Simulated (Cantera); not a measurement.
Feed: 1 mol C, 73 mol H₂, held at 54.0 Pa.

These are equilibrium values from Cantera (NASA tables, ideal gas, pure condensed phases), not measurements of a reactor. Candidate condensed phases: C, C₆H₆, C₇H₈, C₈H₁₈; 76 gas species. Rates play no part.

Problem. Which condensed phases are stable at each of these points (T (K)): 1823, 1898, 1973, 2048, 2123, 2198, 2273, 2348, 2423, 2498, 2573, 2648?

Solution. 
```tsv
T (K)	condensed phases	C condensed (%)
1823	C(graphite)	96.9
1898	C(graphite)	94.6
1973	C(graphite)	90.9
2048	C(graphite)	85.4
2123	C(graphite)	77.5
2198	C(graphite)	67.0
2273	C(graphite)	53.3
2348	C(graphite)	36.1
2423	C(graphite)	12.9
2498	gas only	0.0
2573	gas only	0.0
2648	gas only	0.0
```

From 1823 K to 2423 K the condensed part is C(graphite). From 2498 K to 2648 K nothing is condensed.
